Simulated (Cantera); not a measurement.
Cantera run, input and output.

```python
import numpy as np
import cantera as ct

gas = ct.Solution("gri30.yaml")
gas.TPX = 1625, 1000000, {'CH4': 1, 'O2': 0.87, 'N2': 3.83}
reactor = ct.IdealGasReactor(gas, energy="on", clone=False)
net = ct.ReactorNet([reactor])
net.rtol, net.atol = 1e-08, 1e-16
show = ['CH4', 'O2', 'C2H4', 'NO', 'CH3', 'CH2']
times = np.geomspace(4e-06, 1, 11)

steps = ct.SolutionArray(gas, extra=["t"])
rows = []
print(f"{'t/s':>10s}{'T/K':>9s}{'P/Pa':>11s}" + "".join(f"{s:>11s}" for s in show))
for t in times:
    while net.time < t:
        t_next = net.step()
        steps.append(gas.state, t=t_next)
    rows.append([np.interp(t, steps.t, y) for y in (steps.T, steps.P, *steps(*show).X.T)])
    print(f"{t:10.3e}{rows[-1][0]:9.1f}{rows[-1][1]:11.4g}" + "".join(f"{x:11.3e}" for x in rows[-1][2:]))
rate = np.gradient(steps.T, steps.t)
print("integrator steps:", len(steps.t))
if steps.T.max() > steps.T[0] + 200:
    print(f"time of steepest temperature rise: {steps.t[rate.argmax()]:.4e} s")
gas.TPX = 1625, 1000000, {'CH4': 1, 'O2': 0.87, 'N2': 3.83}
gas.equilibrate("UV")
print(f"equilibrium (UV): T = {gas.T:.1f} K  " + "  ".join(f"{s} {gas[s].X[0]:.3e}" for s in show))
```

It prints:

```
       t/s      T/K       P/Pa        CH4         O2       C2H4         NO        CH3        CH2
 4.000e-06   1624.8  9.999e+05  1.753e-01  1.526e-01  2.410e-07  1.087e-13  7.662e-05  2.799e-10
 1.386e-05   1625.7  1.001e+06  1.747e-01  1.523e-01  1.448e-05  1.273e-12  2.587e-04  2.994e-09
 4.804e-05   1646.0  1.014e+06  1.690e-01  1.492e-01  3.605e-04  1.864e-11  5.364e-04  1.961e-08
 1.665e-04   2707.3  2.003e+06  2.000e-08  2.906e-06  1.709e-11  3.563e-04  1.014e-08  5.223e-10
 5.771e-04   2709.5  2.005e+06  5.848e-09  2.976e-06  3.845e-14  1.231e-04  3.007e-09  1.581e-10
 2.000e-03   2709.7  2.005e+06  5.795e-09  2.981e-06  3.806e-14  1.028e-04  2.982e-09  1.568e-10
 6.931e-03   2709.7  2.005e+06  5.795e-09  2.981e-06  3.806e-14  1.028e-04  2.982e-09  1.568e-10
 2.402e-02   2709.7  2.005e+06  5.795e-09  2.981e-06  3.806e-14  1.028e-04  2.982e-09  1.568e-10
 8.326e-02   2709.7  2.005e+06  5.795e-09  2.981e-06  3.806e-14  1.028e-04  2.982e-09  1.568e-10
 2.885e-01   2709.7  2.005e+06  5.795e-09  2.981e-06  3.806e-14  1.028e-04  2.982e-09  1.568e-10
 1.000e+00   2709.7  2.005e+06  5.795e-09  2.981e-06  3.806e-14  1.028e-04  2.982e-09  1.568e-10
integrator steps: 1947
time of steepest temperature rise: 8.9773e-05 s
equilibrium (UV): T = 2709.7 K  CH4 6.487e-09  O2 2.981e-06  C2H4 4.228e-14  NO 1.028e-04  CH3 3.338e-09  CH2 1.737e-10
```

Model: GRI-Mech 3.0 (53 species, 325 reactions), integrated in Cantera.
